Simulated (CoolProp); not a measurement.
A single-stage vapour-compression cycle with water: evaporating at 320.15 K (dew point), condensing at 377.15 K (bubble point), superheat 8 K, subcooling 8 K, compressor efficiency 0.8, no pressure losses. Each further row changes one setting.

Model: reference Helmholtz-energy equation of state, Wagner 2002, in CoolProp.

```json
[
 {"case": "as stated", "cooling COP": "[?]", "pressure ratio": "11.0", "discharge temperature (K)": "642.0", "refrigerating effect (kJ/kg)": "2200", "volumetric capacity (kJ/m³)": "155"},
 {"case": "evaporating temperature 325.15 K", "cooling COP": "[?]", "pressure ratio": "8.57", "discharge temperature (K)": "610.4", "refrigerating effect (kJ/kg)": "[?]", "volumetric capacity (kJ/m³)": "196"},
 {"case": "condensing temperature 372.15 K", "cooling COP": "[?]", "pressure ratio": "[?]", "discharge temperature (K)": "613.4", "refrigerating effect (kJ/kg)": "2220", "volumetric capacity (kJ/m³)": "156"},
 {"case": "subcooling 13 K", "cooling COP": "3.62", "pressure ratio": "11.0", "discharge temperature (K)": "642.0", "refrigerating effect (kJ/kg)": "2220", "volumetric capacity (kJ/m³)": "156"},
 {"case": "superheat 18 K", "cooling COP": "3.51", "pressure ratio": "11.0", "discharge temperature (K)": "[?]", "refrigerating effect (kJ/kg)": "2220", "volumetric capacity (kJ/m³)": "151"},
 {"case": "compressor efficiency 0.7", "cooling COP": "[?]", "pressure ratio": "11.0", "discharge temperature (K)": "684.4", "refrigerating effect (kJ/kg)": "2200", "volumetric capacity (kJ/m³)": "155"}
]
```

Q: Fill in the missing entries.

A: 
- as stated, cooling COP: 3.59
- evaporating temperature 325.15 K, cooling COP: 4.10
- evaporating temperature 325.15 K, refrigerating effect (kJ/kg): 2210
- condensing temperature 372.15 K, cooling COP: 4.00
- condensing temperature 372.15 K, pressure ratio: 9.21
- superheat 18 K, discharge temperature (K): 660.3
- compressor efficiency 0.7, cooling COP: 3.14
